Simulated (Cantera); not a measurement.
Charge: 1 mol Si₂Cl₆, 0.048 mol Cl₂, 300 mol H₂, 0.99 mol HCl, equilibrated at 7.50 Torr.

Cantera equilibrium calculation (NASA polynomials, part measured and part estimated; ideal gas, pure solids and liquids). Candidate condensed phases: Si; 19 gas species. The feed counts by its element totals alone. Rates play no part.

Over these rows the condensed part is Si(s). Partial pressures as log10 of bar:

| T (K) | 1000/T (1/K) | log p SiCl₄ | log p H₂ | log p HCl |
|---|---|---|---|---|
| 1173 | 0.8525 | -6.22 | -2.01 | -3.69 |
| 1223 | 0.8177 | -6.71 | -2.01 | -3.68 |
| 1273 | 0.7855 | -7.18 | -2.01 | -3.68 |
| 1323 | 0.7559 | -7.61 | -2.01 | -3.68 |
| 1373 | 0.7283 | -8.02 | -2.01 | -3.68 |
| 1423 | 0.7027 | ? | -2.01 | -3.69 |

Question: Fit log p(SiCl₄) = a + b·(1000/T) to the five rows, give the apparent enthalpy, and predict the row at 1423 K.

Answer: Means: 1000/T = 0.7880, log p = -7.148. Sxy = 0.139833, Sxx = 0.0096431, so b = 14.50 and a = -7.148 − (14.50)×0.7880 = -18.57.
Apparent enthalpy: −19.145 × (14.50) = -278 kJ/mol. With the condensed phases at unit activity, Si(s) + 4 HCl(g) = SiCl₄(g) + 2 H₂(g) links this pressure to the main gases: over the six rows their terms move log p by +0.00 in all, so the slope is close to that reaction's ΔH°. The five rows lie within 0.01 of the line.
Prediction at 1423 K: -18.57 + (14.50)×0.7027 = -8.38. The computed value is -8.40, 0.02 from the line.
